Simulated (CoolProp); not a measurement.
The fluid at 632.95 K and 0.825 MPa is throttled through a valve to 0.562 MPa with no heat exchange. The same conditions are run with several fluids, on thermodynamics alone (safety and materials aside).

Values from CoolProp's reference Helmholtz-energy equation of state of each fluid (nitrogen: Span 2000; ammonia: Gao 2020; water: Wagner 2002; carbon dioxide: Span 1996; hydrogen chloride: Thol 2018).

Problem. Rank nitrogen, ammonia, water, carbon dioxide, hydrogen chloride by temperature change (K), highest first.

Solution. nitrogen (+0.0), carbon dioxide (-0.5), ammonia (-0.8), hydrogen chloride (-1.0), water (-2.4)

```tsv
fluid	final density (kg/m³)
nitrogen	2.98
ammonia	1.83
water	1.95
carbon dioxide	4.71
hydrogen chloride	3.91
```
